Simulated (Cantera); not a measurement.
Cantera run, input and output.

```python
import numpy as np
import cantera as ct

gas = ct.Solution("h2o2.yaml")
gas.TPX = 1325, 2666, {'H2': 0.009, 'O2': 1}
reactor = ct.IdealGasConstPressureReactor(gas, energy="off", clone=False)
net = ct.ReactorNet([reactor])
net.rtol, net.atol = 1e-08, 1e-18
show = ['H2', 'O2', 'H2O', 'H', 'HO2', 'O', 'OH']
times = np.geomspace(6e-05, 7, 14)

steps = ct.SolutionArray(gas, extra=["t"])
rows = []
print(f"{'t/s':>10s}{'T/K':>9s}{'P/Pa':>11s}" + "".join(f"{s:>11s}" for s in show))
for t in times:
    while net.time < t:
        t_next = net.step()
        steps.append(gas.state, t=t_next)
    rows.append([np.interp(t, steps.t, y) for y in (steps.T, steps.P, *steps(*show).X.T)])
    print(f"{t:10.3e}{rows[-1][0]:9.1f}{rows[-1][1]:11.4g}" + "".join(f"{x:11.3e}" for x in rows[-1][2:]))
rate = np.gradient(steps.T, steps.t)
print("integrator steps:", len(steps.t))
if steps.T.max() > steps.T[0] + 200:
    print(f"time of steepest temperature rise: {steps.t[rate.argmax()]:.4e} s")
gas.TPX = 1325, 2666, {'H2': 0.009, 'O2': 1}
gas.equilibrate("TP")
print(f"equilibrium (TP): T = {gas.T:.1f} K  " + "  ".join(f"{s} {gas[s].X[0]:.3e}" for s in show))
```

Result:

```
       t/s      T/K       P/Pa         H2         O2        H2O          H        HO2          O         OH
 6.000e-05   1325.0       2666  8.920e-03  9.911e-01  1.091e-09  2.272e-09  8.285e-09  7.080e-09  6.709e-09
 1.472e-04   1325.0       2666  8.920e-03  9.911e-01  9.216e-09  3.989e-09  2.034e-08  2.548e-08  2.265e-08
 3.611e-04   1325.0       2666  8.920e-03  9.911e-01  8.819e-08  1.273e-08  5.001e-08  1.250e-07  1.028e-07
 8.860e-04   1325.0       2666  8.917e-03  9.911e-01  1.926e-06  1.644e-07  1.265e-07  1.878e-06  1.486e-06
 2.174e-03   1325.0       2666  7.802e-03  9.900e-01  8.110e-04  6.653e-05  1.154e-06  7.407e-04  5.451e-04
 5.333e-03   1325.0       2666  3.940e-05  9.828e-01  8.241e-03  2.631e-04  9.913e-07  7.608e-03  1.019e-03
 1.308e-02   1325.0       2666  2.953e-05  9.835e-01  8.309e-03  2.249e-04  9.269e-07  7.017e-03  9.464e-04
 3.210e-02   1325.0       2666  2.446e-05  9.848e-01  8.391e-03  1.681e-04  8.424e-07  5.766e-03  8.620e-04
 7.875e-02   1325.0       2666  1.634e-05  9.869e-01  8.526e-03  9.054e-05  6.814e-07  3.802e-03  7.054e-04
 1.932e-01   1325.0       2666  7.721e-06  9.890e-01  8.685e-03  2.900e-05  4.474e-07  1.772e-03  4.859e-04
 4.740e-01   1325.0       2666  2.483e-06  9.903e-01  8.813e-03  5.239e-06  2.210e-07  5.638e-04  2.762e-04
 1.163e+00   1325.0       2666  6.161e-07  9.908e-01  8.889e-03  6.460e-07  8.344e-08  1.393e-04  1.380e-04
 2.853e+00   1325.0       2666  1.436e-07  9.910e-01  8.926e-03  7.281e-08  2.906e-08  3.243e-05  6.678e-05
 7.000e+00   1325.0       2666  3.680e-08  9.910e-01  8.943e-03  9.477e-09  1.530e-08  8.322e-06  3.387e-05
integrator steps: 1578
equilibrium (TP): T = 1325.0 K  H2 7.438e-09  O2 9.910e-01  H2O 8.952e-03  H 8.696e-10  HO2 1.829e-08  O 1.690e-06  OH 1.527e-05
```

Computed with Cantera and the H2/O2 subset of GRI-Mech 3.0, which has no nitrogen chemistry. Radical loss at walls, strong at low pressure, is not modelled.
